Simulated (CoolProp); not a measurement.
Vapour-liquid equilibrium of R125 (1) + R115 (2) at 345 kPa; x and y are mole fractions of (1).

Values from CoolProp's multi-fluid Helmholtz-energy mixture model, Lemmon 2005 and Lemmon 2016; pair parameters Bell 2016.

### Question
Give the bubble temperature and the first vapour's composition at x = 0.15, 0.25, 0.45. Is there an azeotrope?

### Answer
x = 0.15: 260.1 K, y = 0.272; x = 0.25: 257.8 K, y = 0.390; x = 0.45: 255.0 K, y = 0.559. y crosses x between x = 0.75 and 0.85: the model has an azeotrope there.

The pair parameters rest on a limited set of measurements; away from them the model extrapolates.
